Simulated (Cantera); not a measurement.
Charge: 1 mol HMDSO, 10 mol NO, 89 mol N₂, held at 0.975 Torr.

Cantera equilibrium calculation (NASA polynomials, part measured and part estimated; ideal gas, pure solids and liquids). Candidate condensed phases: C, C₆H₆, C₇H₈, C₈H₁₈, H₂O, Si, SiC, SiO₂, Si₂N₂O, Si₃N₄; 151 gas species. The feed counts by its element totals alone. The tables hold silica as quartz up to 1696 K and as liquid above; real silica turns to tridymite and cristobalite and melts near 1996 K. The numbers say what is thermodynamically allowed, not how fast it happens.

Which condensed phases are stable at each of these points (T (K)): 523, 673, 823, 973, 1123, 1273, 1423, 1573, 1723, 1873, 2023?


| T (K) | condensed phases | Si condensed (%) |
|---|---|---|
| 523 | C(graphite) + SiO₂(α-quartz) | 100.0 |
| 673 | C(graphite) + SiO₂(α-quartz) | 100.0 |
| 823 | SiO₂(α-quartz) | 100.0 |
| 973 | SiO₂(β-quartz) | 100.0 |
| 1123 | SiO₂(β-quartz) | 100.0 |
| 1273 | SiO₂(β-quartz) | 100.0 |
| 1423 | SiO₂(β-quartz) | 100.0 |
| 1573 | SiO₂(β-quartz) | 99.5 |
| 1723 | SiO₂(condensed) | 85.8 |
| 1873 | SiO₂(condensed) | 3.1 |
| 2023 | gas only | 0.0 |

From 523 K to 673 K the condensed part is C(graphite) + SiO₂(α-quartz). At 823 K the condensed part is SiO₂(α-quartz). From 973 K to 1573 K the condensed part is SiO₂(β-quartz). From 1723 K to 1873 K the condensed part is SiO₂(condensed). At 2023 K nothing is condensed.
